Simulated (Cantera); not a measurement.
Feed: 1 mol SiC, 0.65 mol H₂O, 2.1 mol N₂, at 1700 K and 46.0 Pa.

Equilibrium computed with Cantera from the NASA thermochemical tables; the gas is ideal and each condensed phase is pure. Candidate condensed phases: C, C₆H₆, C₇H₈, C₈H₁₈, H₂O, Si, SiC, SiO₂, Si₂N₂O, Si₃N₄; 151 gas species. Equilibrium is a limit: real reactors are often held back by kinetics, nucleation or transport.

Base state: N₂ 0.616, H₂ 0.189, CO 0.0955, SiO 0.0953, H 0.00299, Si 0.000342, HCN 8.02e-5 (mole fractions); condensed: SiC(s).

Question: What changes in the equilibrium state with this change: temperature from 1700 K to 2025 K?

Answer: 
```tsv
species	before	after
N₂	0.616	0.571
H₂	0.189	0.158
CO	0.0955	0.117
Si	0.000342	0.0548
SiO	0.0953	0.0599
H	0.00299	0.0357
SiC₂	1.10e-8	4.90e-5
Si₃	2.02e-8	2.39e-5
Si₂C	2.06e-6	0.00167
Si₂	3.47e-7	0.000261
SiC(s), mol	0.674	0.561
```
The tables' values for SiN are old estimates; treat these amounts as uncertain.

Question: What changes in the equilibrium state with this change: H₂O from 0.65 to 0.0022 mol?

Answer: 
```json
[
 {"species": "N₂", "before": "0.616", "after": "0.998"},
 {"species": "H₂", "before": "0.189", "after": "0.000935"},
 {"species": "CO", "before": "0.0955", "after": "0.000654"},
 {"species": "SiO", "before": "0.0953", "after": "0.000391"},
 {"species": "H", "before": "0.00299", "after": "0.000210"},
 {"species": "HCN", "before": "8.02e-5", "after": "9.26e-6"},
 {"species": "Si", "before": "0.000342", "after": "0.000264"},
 {"species": "SiC(s), mol", "before": "0.674", "after": "0.999"}
]
```
